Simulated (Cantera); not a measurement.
A perfectly stirred reactor is fed with 4.91 % CO, 2.16 % H₂, 6.39 % CH₄, 16.3 % O₂, 61.4 % N₂, 8.84 % CO₂, equivalence ratio 1.0, at 15.8 atm; it is adiabatic with a 350 K inlet, and is followed from long to short residence time, starting on the burning branch (τ in s: 0.3, 0.13, 0.058, 0.025, 0.011, 0.0048, 0.0021, 0.0009, 0.00039, 0.00017, 7.4e-05).

Cantera simulation using GRI-Mech 3.0 (53 species, 325 reactions); the numbers are that mechanism's predictions, not measurements. The pressure lies above the range GRI-Mech 3.0 was tuned for (to about 10 atm).

Task: Predict: blow-out, bracketed by the residence times tried; x(CO) at τ = 0.300 s; x(H₂) at τ = 0.300 s; x(CH₄) at τ = 0.300 s; x(NO₂) at τ = 0.300 s; x(CO) at τ = 4.80 ms; x(H₂) at τ = 4.80 ms; x(CH₄) at τ = 4.80 ms; x(NO₂) at τ = 4.80 ms; x(C₂H₄) at τ = 4.80 ms.

Result: 
```
Property                                                                          Result
------------------------------------------------  --------------------------------------
blow-out, bracketed by the residence times tried  burning at 74.0 µs, the shortest tried
x(CO) at τ = 0.300 s                                                             0.00497
x(H₂) at τ = 0.300 s                                                            0.000731
x(CH₄) at τ = 0.300 s                                                            4.64e-7
x(NO₂) at τ = 0.300 s                                                            4.32e-7
x(CO) at τ = 4.80 ms                                                             0.00883
x(H₂) at τ = 4.80 ms                                                             0.00129
x(CH₄) at τ = 4.80 ms                                                            1.53e-5
x(NO₂) at τ = 4.80 ms                                                            1.69e-7
x(C₂H₄) at τ = 4.80 ms                                                           9.53e-9
```
